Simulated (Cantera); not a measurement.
Carbothermic reduction: Fe₂O₃ + CO + H₂

Input: 1 mol Fe₂O₃, 4.9 mol CO, 3.6 mol H₂, equilibrated at 0.000690 bar.

Equilibrium computed with Cantera from the NASA thermochemical tables; the gas is ideal and each condensed phase is pure. Candidate condensed phases: C, C₆H₆, C₇H₈, C₈H₁₈, Fe, Fe(CO)₅, FeO, Fe(OH)₂, Fe(OH)₃, Fe₂O₃, Fe₃O₄, H₂O; 114 gas species. The tables' stoichiometric FeO is somewhat more stable than real wüstite, so its field is too wide. FeO: taken at fixed stoichiometry. Rates play no part.

From 1950 K to 1975 K the condensed part is FeO(l). From 2000 K to 2175 K nothing is condensed. The main Fe-bearing gas is Fe throughout.

```
T (K)  log p CO  log p Fe  log p H₂  log p H₂O  log p CO₂  log p H  log p OH  n FeO(l)
-----  --------  --------  --------  ---------  ---------  -------  --------  --------
1950      -3.56     -3.98     -3.91      -3.94      -4.24    -4.89     -5.97     0.440
1975      -3.58     -3.93     -3.96      -3.92      -4.20    -4.84     -5.83     0.171
2000      -3.60     -3.90     -3.99      -3.91      -4.18    -4.79     -5.70         0
2025      -3.60     -3.90     -4.00      -3.91      -4.18    -4.72     -5.61         0
2050      -3.60     -3.90     -4.01      -3.92      -4.19    -4.65     -5.52         0
2075      -3.60     -3.90     -4.02      -3.92      -4.19    -4.58     -5.43         0
2100      -3.60     -3.91     -4.02      -3.93      -4.20    -4.52     -5.35         0
2125      -3.60     -3.91     -4.03      -3.94      -4.21    -4.46     -5.27         0
2150      -3.60     -3.91     -4.04      -3.94      -4.21    -4.40     -5.19         0
2175      -3.61     -3.92     -4.05      -3.96      -4.22    -4.34     -5.11         0
```
log p: log10 of the partial pressure in bar; n: condensed amount in mol.
